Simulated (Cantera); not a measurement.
**FeS2 + H2S + N2 (roasting and sulfation)**

Input: 1 mol FeS2, 1.1 mol H2S, 15 mol N2, equilibrated at 798 K and 0.820 bar.

Equilibrium computed with Cantera from the NASA thermochemical tables; the gas is ideal and each condensed phase is pure. Candidate condensed phases: Fe, FeS, FeS2, S; 16 gas species. Gases not in the tables: S3 to S7. The numbers say what is thermodynamically allowed, not how fast it happens.

- x(N2) = 0.931
- x(H2S) = 0.0669
- x(H2) = 0.00137
- x(S2) = 0.000683
- n(FeS2(s)) = 1.00 mol
- gas amount = 16.11 mol
- log10 activity of S(l) (absent) = -1.29
- log10 activity of Fe(α) (absent) = -5.91
